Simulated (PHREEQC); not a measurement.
Consider water at 72 °C with 0.019 mol/kgw KCl. It is in equilibrium with CO2 at log p = -1 (atm). Otherwise closed; pH follows from the charge balance.

Model: ion-association model, phreeqc.dat, run in PHREEQC.

```
Item                           Value
--------------------  --------------
pH                              4.58
ionic strength        0.0190 mol/kgw
specific conductance      5850 µS/cm
```

```tsv
species	molality	activity	log γ
Cl-	0.0190	0.0163	-0.066
K+	0.0190	0.0163	-0.066
CO2	0.00138	0.00139	0.002
H+	2.97e-5	2.62e-5	-0.055
HCO3-	2.97e-5	2.57e-5	-0.062
(CO2)2	1.16e-7	1.16e-7	0.002
OH-	7.92e-9	6.79e-9	-0.067
```

No solid was allowed to form. Species that the database lacks are ignored. Away from 25 °C the constants follow the database's enthalpies or fits; those with neither stay at their 25 °C values.
